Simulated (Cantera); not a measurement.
What does this Cantera script print?

```python
import numpy as np
import cantera as ct

gas_names = [...]  # 123 gases of nasa_gas.yaml made of C, H, O, S
cond_names = """
    C(gr) C6H6(L) C7H8(L) C8H18(L),n-octa H2O(s) H2O(L) H2SO4(L) S(cr1) S(cr2) S(L)
""".split()


# ... load() reads the species with a 1 bar reference pressure and builds the phases ...
atoms = {
    'CS2': {'C': 1, 'S': 2},
    'H2': {'H': 2},
    'O2': {'O': 2},
}
top_T = {'C(gr)': 4500}  # K; cautious upper limits of use, not melting points


# ... equilibrate(T, P, feed) seeds the gas with the atoms and calls Mixture.equilibrate('TP', solver="vcs", rtol=1e-11, max_steps=5000) ...
results = []
T = 3398  # K
P = 650  # Pa
for m in [0.081, 0.22, 0.36, 0.5, 0.64, 0.77, 0.91, 1.1]:
    feed = {'CS2': 1, 'H2': m, 'O2': 0.13}  # mol
    mix = equilibrate(T, P, feed)
    results.append((T, P, feed, dict(zip(mix.species_names, mix.species_moles))))
    x = sorted(zip(gas.X, gas.species_names), reverse=True)
    print(f"T = {T:g} K  P = {P:g} Pa  n(H2) = {m:g} mol  gas = {mix.phase_moles(0):.4g} mol")
    print("   x: " + "  ".join(f"{s} {v:.3e}" for v, s in x if v > 1e-06))
    print("   condensed (mol): " + ("  ".join(f"{mix.phase(i).name} {mix.phase_moles(i):.4g}"
          for i in range(1, mix.n_phases) if mix.phase_moles(i) > 1e-12) or "none"))
```

Result:

```
T = 3398 K  P = 650 Pa  n(H2) = 0.081 mol  gas = 2.425 mol
   x: S 5.177e-01  CS 2.991e-01  CO 1.072e-01  H 6.623e-02  C 5.376e-03  S2 3.476e-03  SH 2.952e-04  CS2 2.599e-04  H2 1.316e-04  C2 1.311e-04  C3 2.920e-05  C2H 1.927e-06  COS 1.450e-06  CH 1.253e-06  O 1.198e-06
   condensed (mol): none
T = 3398 K  P = 650 Pa  n(H2) = 0.22 mol  gas = 2.703 mol
   x: S 4.654e-01  CS 2.679e-01  H 1.606e-01  CO 9.619e-02  C 5.355e-03  S2 2.809e-03  H2 7.737e-04  SH 6.435e-04  CS2 2.092e-04  C2 1.301e-04  C3 2.886e-05  C2H 4.636e-06  CH 3.027e-06  COS 1.170e-06  O 1.079e-06
   condensed (mol): none
T = 3398 K  P = 650 Pa  n(H2) = 0.36 mol  gas = 2.981 mol
   x: S 4.227e-01  CS 2.423e-01  H 2.372e-01  CO 8.721e-02  C 5.335e-03  S2 2.317e-03  H2 1.689e-03  SH 8.634e-04  CS2 1.719e-04  C2 1.291e-04  C3 2.854e-05  C2H 6.797e-06  CH 4.455e-06
   condensed (mol): none
T = 3398 K  P = 650 Pa  n(H2) = 0.5 mol  gas = 3.259 mol
   x: S 3.873e-01  H 3.004e-01  CS 2.212e-01  CO 7.978e-02  C 5.316e-03  H2 2.708e-03  S2 1.945e-03  SH 1.002e-03  CS2 1.438e-04  C2 1.282e-04  C3 2.823e-05  C2H 8.545e-06  CH 5.621e-06
   condensed (mol): none
T = 3398 K  P = 650 Pa  n(H2) = 0.64 mol  gas = 3.536 mol
   x: S 3.575e-01  H 3.534e-01  CS 2.035e-01  CO 7.353e-02  C 5.297e-03  H2 3.747e-03  S2 1.657e-03  SH 1.088e-03  C2 1.273e-04  CS2 1.221e-04  C3 2.793e-05  C2H 9.980e-06  CH 6.589e-06
   condensed (mol): none
T = 3398 K  P = 650 Pa  n(H2) = 0.77 mol  gas = 3.793 mol
   x: H 3.955e-01  S 3.337e-01  CS 1.894e-01  CO 6.855e-02  C 5.280e-03  H2 4.693e-03  S2 1.444e-03  SH 1.136e-03  C2 1.264e-04  CS2 1.061e-04  C3 2.766e-05  C2H 1.110e-05  CH 7.350e-06
   condensed (mol): none
T = 3398 K  P = 650 Pa  n(H2) = 0.91 mol  gas = 4.069 mol
   x: H 4.348e-01  S 3.115e-01  CS 1.762e-01  CO 6.390e-02  H2 5.672e-03  C 5.262e-03  S2 1.259e-03  SH 1.166e-03  C2 1.256e-04  CS2 9.211e-05  C3 2.737e-05  C2H 1.211e-05  CH 8.052e-06  H2S 1.025e-06
   condensed (mol): none
T = 3398 K  P = 650 Pa  n(H2) = 1.1 mol  gas = 4.443 mol
   x: H 4.801e-01  S 2.858e-01  CS 1.609e-01  CO 5.852e-02  H2 6.916e-03  C 5.238e-03  SH 1.182e-03  S2 1.059e-03  C2 1.244e-04  CS2 7.718e-05  C3 2.700e-05  C2H 1.326e-05  CH 8.851e-06  H2S 1.146e-06
   condensed (mol): none
```

Method: chemical equilibrium by Gibbs-energy minimisation in Cantera with the NASA 1993 tables (ideal gas, pure condensed phases).
